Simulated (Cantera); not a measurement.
Feed: 1 mol Mg(OH)2, 0.14 mol H2O, 0.043 mol H2, 0.024 mol C, at 40.0 mbar.

These are equilibrium values from Cantera (NASA tables, ideal gas, pure condensed phases), not measurements of a reactor. Candidate condensed phases: C, C6H6, C7H8, C8H18, H2O, Mg, MgCO3, MgO, Mg(OH)2; 116 gas species. The numbers say what is thermodynamically allowed, not how fast it happens.

x: gas mole fraction; n: condensed amount in mol.

```
T (K)  x H2O    x H2   x CO2      x OH     x CO  n MgO(s)
-----  -----  ------  ------  --------  -------  --------
1250   0.907  0.0732  0.0177   8.36e-8  0.00223      1.00
1400   0.908  0.0725  0.0169         ?        ?      1.00
1550   0.908  0.0718  0.0163         ?        ?      1.00
1700   0.909  0.0712  0.0157  0.000130  0.00420     1.000
1850   0.908  0.0706  0.0151  0.000680  0.00473     1.000
2000   0.904  0.0709  0.0146   0.00276  0.00524     1.000
2150   0.887  0.0752  0.0137   0.00881  0.00595     0.999
```

Question: Fill in the missing entries.

Answer: 
- 1400, x OH: 1.63e-6
- 1400, x CO: 0.00294
- 1550, x OH: 1.79e-5
- 1550, x CO: 0.00360
